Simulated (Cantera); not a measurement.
**Diamond growth**

A diamond (100) surface in a fixed gas of H2 with x(CH4) = 0.025, x(H) = 0.048, x(CH3) = 0.00022, 29.3 Torr; coverages are run to steady state.

Cantera simulation using the Harris–Goodwin 1993 mechanism for the reconstructed diamond (100) surface; the numbers are that mechanism's predictions, not measurements.

```csv
T (K),growth (µm/h),θ c6HH,θ c6H*,θ c6*H,θ c6**,θ c6HM
925,3.11,0.665,0.0125,0.313,0.00549,0.00345
1000,4.54,0.594,0.0187,0.374,0.00984,0.00249
1075,6.07,0.530,0.0257,0.426,0.0161,0.00181
1150,7.18,0.472,0.0335,0.468,0.0244,0.00125
1225,6.78,0.420,0.0416,0.502,0.0349,0.000710
1300,4.96,0.376,0.0497,0.527,0.0475,0.000295
1375,3.61,0.337,0.0577,0.544,0.0619,9.61e-5
```
θ: site fractions in the mechanism's names (c6HH fully hydrogenated, c6H* and c6*H radical sites, c6** diradical, c6HM methylated).
